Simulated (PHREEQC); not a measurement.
Consider water at 25 °C with 110 mmol/kgw Cu(NO3)2, 1 mmol/kgw HNO3 and 0.077 mmol/kgw FeCl3. Closed to the air; pH follows from the charge balance.

Computed with PHREEQC (ion-association model, phreeqc.dat).

This is a speciation only: nothing precipitates in the calculation.

Estimate the pH, specific conductance, activity of water.

pH 3.08; specific conductance 18900 µS/cm; activity of water 0.994.

In which forms is Fe present?

FeOH+2 68 %, Fe+3 21 %, Fe(OH)2+ 9.4 %, Fe2(OH)2+4 1.8 % of the Fe.

Examples of supersaturated solids here: Hematite (slow to form), Goethite (slow to form). Others may be too.
